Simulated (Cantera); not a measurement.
Charge: 1 mol Si₂H₆, 9.7 mol O₂, 48 mol H₂, held at 1525 K and 7.10 Pa.

Equilibrium computed with Cantera from the NASA thermochemical tables; the gas is ideal and each condensed phase is pure. Candidate condensed phases: H₂O, Si, SiO₂; 18 gas species. The feed counts by its element totals alone. The tables hold silica as quartz up to 1696 K and as liquid above; real silica turns to tridymite and cristobalite and melts near 1996 K. Equilibrium is a limit: real reactors are often held back by kinetics, nucleation or transport.

Base state: H₂ 0.696, H₂O 0.302, H 0.00234, SiO 0.000113, OH 3.15e-5 (mole fractions); condensed: SiO₂(β-quartz).

Question: What changes in the equilibrium state with this change: temperature from 1525 K to 1598.15 K?

Answer: 
```
species                before     after
-------------------  --------  --------
H₂                      0.696     0.692
H₂O                     0.302     0.302
H                     0.00234   0.00526
SiO                  0.000113  0.000791
OH                    3.15e-5   8.93e-5
SiO₂(β-quartz), mol      1.99      1.96
```
